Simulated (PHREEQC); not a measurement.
A PHREEQC input (ion-association model, wateq4f.dat):

```
SOLUTION 1
  temp 25
  units mg/kgw
  pH 5.9
  pe 11.8
  Na 0.138
  K 0.0859
  Ca 0.103
  Mg 0.1
  Cl 0.515
  S(6) 0.255 as SO4
  Alkalinity 0.157 as HCO3 charge
  F 0.000517
END
USE solution 1
EQUILIBRIUM_PHASES 1
  Quartz 0 0.5
  CO2(g) -3.4 10
END
```

It stops with these messages:

```
ERROR: Alkalinity cannot be used with charge balance or solution phase boundary constraints.
ERROR: Program terminating due to input errors.
```

The fault: charge balance asked on alkalinity. The line should read `as HCO3` where the input has `as HCO3 charge`. With the mend the run ends at pH 5.83 and ionic strength 3.28e-5 mol/kgw.
